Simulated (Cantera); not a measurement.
Cantera run:

```python
import numpy as np
import cantera as ct

gas_names = """
    Br Br2 H HBr HNO HNO2 HNO3 HO2 H2 H2O H2O2 N NH NH2 NH3 NH2OH NO NO2 NO3 N2 N2H2 N2H4 N2O O OH O2 O3
""".split()
cond_names = """
    Br2(cr) Br2(L) H2O(s) H2O(L)
""".split()


# ... load() reads the species with a 1 bar reference pressure and builds the phases ...
atoms = {
    'HBr': {'H': 1, 'Br': 1},
    'H2O': {'H': 2, 'O': 1},
    'N2': {'N': 2},
}
top_T = {}  # K; cautious upper limits of use, not melting points


# ... equilibrate(T, P, feed) seeds the gas with the atoms and calls Mixture.equilibrate('TP', solver="vcs", rtol=1e-11, max_steps=5000) ...
results = []
feed = {'HBr': 1, 'H2O': 0.047, 'N2': 3.1}  # mol
P = 101325  # Pa
for T in [2575, 2625, 2675, 2725, 2775, 2825, 2875, 2925, 2975, 3025, 3075]:
    mix = equilibrate(T, P, feed)
    results.append((T, P, feed, dict(zip(mix.species_names, mix.species_moles))))

top = {s: max(r[3][s] / sum(r[3][g] for g in gas_names) for r in results) for s in gas_names}
cols = sorted((s for s in top if top[s] > 0.0001), key=lambda s: -top[s])[:6]
seen = [c for c in cond_names if any(r[3].get(c, 0) > 1e-12 for r in results)]
print("log10 of partial pressures in bar; condensed amounts in mol")
print(f"{'T/K':>10s}" + "".join(f"{s[:9]:>10s}" for s in cols + seen))
for T, P, feed, n in results:
    ng = sum(n[g] for g in gas_names)
    print(f"{T:10.4g}" + "".join(f"{np.log10(max(n[s] / ng * P / 1e5, 1e-99)):10.3f}" for s in cols)
          + "".join(f"{n.get(c, 0):10.4g}" for c in seen))
```

It prints:

```
log10 of partial pressures in bar; condensed amounts in mol
       T/K        N2        Br       HBr        H2         H       H2O
      2575    -0.151    -0.889    -1.008    -1.216    -2.069    -1.989
      2625    -0.153    -0.869    -1.041    -1.202    -1.973    -1.996
      2675    -0.155    -0.850    -1.075    -1.189    -1.882    -2.004
      2725    -0.157    -0.834    -1.110    -1.180    -1.795    -2.014
      2775    -0.159    -0.818    -1.147    -1.173    -1.712    -2.027
      2825    -0.161    -0.805    -1.184    -1.169    -1.634    -2.041
      2875    -0.164    -0.793    -1.222    -1.167    -1.559    -2.059
      2925    -0.166    -0.782    -1.261    -1.168    -1.488    -2.080
      2975    -0.168    -0.772    -1.301    -1.172    -1.421    -2.105
      3025    -0.171    -0.764    -1.342    -1.178    -1.358    -2.134
      3075    -0.173    -0.757    -1.384    -1.187    -1.298    -2.170
```

Cantera equilibrium calculation (NASA polynomials, part measured and part estimated; ideal gas, pure solids and liquids).
